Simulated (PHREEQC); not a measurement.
Metal-bearing waste water: speciation

Consider water at 60 °C with 1.7 mmol/kgw FeSO4, 0.036 mmol/kgw CaCl2, 0.034 mmol/kgw NaH2PO4 and 2.7 mmol/kgw Na2SO4. Closed to the air; pH follows from the charge balance.

Model: ion-association model, wateq4f.dat, run in PHREEQC.

```json
{
 "pH": "5.63",
 "ionic_strength": "0.0127 mol/kgw"
}
```

```tsv
species	molality	activity	log γ
Na+	0.00536	0.00475	-0.052
SO4-2	0.00378	0.00234	-0.207
Fe+2	0.00115	0.000727	-0.201
FeSO4	0.000535	0.000537	0.001
NaSO4-	7.65e-5	6.80e-5	-0.051
Cl-	7.19e-5	6.35e-5	-0.054
Ca+2	2.59e-5	1.61e-5	-0.205
H2PO4-	2.28e-5	2.03e-5	-0.051
CaSO4	1.01e-5	1.01e-5	0.001
FeH2PO4+	8.30e-6	7.38e-6	-0.051
H+	2.62e-6	2.35e-6	-0.046
FeHPO4	1.84e-6	1.84e-6	0.001
HSO4-	1.42e-6	1.26e-6	-0.053
FeOH+	1.14e-6	1.01e-6	-0.052
HPO4-2	1.02e-6	6.37e-7	-0.207
FeCl+	7.18e-8	6.37e-8	-0.052
```

Precipitation was switched off in this run. Complexes and solids missing from the database can't appear. H3PO4, which wateq4f.dat lacks, is added to it with the constant of phreeqc.dat. Constants without temperature data keep their 25 °C values here.
